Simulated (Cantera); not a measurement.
# Fluorocarbon and chlorocarbon gases: CH3Cl + H2

Charge: 1 mol CH3Cl, 4.6 mol H2, at 3450 K and 7.50 Torr.

Method: chemical equilibrium by Gibbs-energy minimisation in Cantera with the NASA 1993 tables (ideal gas, pure condensed phases). Candidate condensed phases: C, C6H6, C7H8, C8H18; 91 gas species. Kinetics and transport are ignored.

```json
{
  "x(H)": "0.850",
  "x(Cl)": "0.0710",
  "x(C)": "0.0340",
  "x(H2)": "0.0261",
  "x(C3)": "0.00853",
  "x(C2)": "0.00581",
  "x(HCl)": "0.00328",
  "x(C2H)": "0.00130",
  "x(C2H2 (acetylene))": "0.000133",
  "gas_amount": "13.45 mol",
  "log10 activity of C(graphite) (absent)": "-0.79"
}
```
